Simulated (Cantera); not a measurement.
An isothermal, constant-pressure homogeneous reactor starts with C₂H₆ : N₂ = 1 : 2.8 (molar parts), at 1775 K and 0.510 bar.

Model: GRI-Mech 3.0 (53 species, 325 reactions), integrated in Cantera. GRI-Mech 3.0 stops at C3 and has no aromatics, soot or wall deposition, so with more carbon than oxygen in the feed, carbon stays in small species such as C2H2 where larger ones or solid carbon would form.

x: mole fraction; the columns are a selection and need not sum to one.

```tsv
t (s)	x C₂H₆	x C₂H	x CH₂	x H₂	x C₂H₂
7.00e-5	0.00358	1.86e-6	9.72e-6	0.185	0.0762
0.000266	0.000172	7.49e-7	9.58e-7	0.227	0.118
0.00101	7.20e-5	6.55e-7	5.05e-7	0.251	0.141
0.00382	5.34e-5	7.30e-7	4.70e-7	0.269	0.150
0.0145	[?]	[?]	[?]	[?]	0.159
0.0550	[?]	8.86e-7	[?]	0.327	0.167
0.209	4.17e-7	9.30e-7	5.03e-8	0.339	0.170
0.791	2.13e-7	9.38e-7	3.20e-8	0.341	0.171
3.00	2.11e-7	9.38e-7	3.18e-8	0.341	0.171
```

Some entries are withheld; supply them.


- 0.0145, x C₂H₆: 2.02e-5
- 0.0145, x C₂H: 7.99e-7
- 0.0145, x CH₂: 3.18e-7
- 0.0145, x H₂: 0.299
- 0.0550, x C₂H₆: 3.20e-6
- 0.0550, x CH₂: 1.43e-7
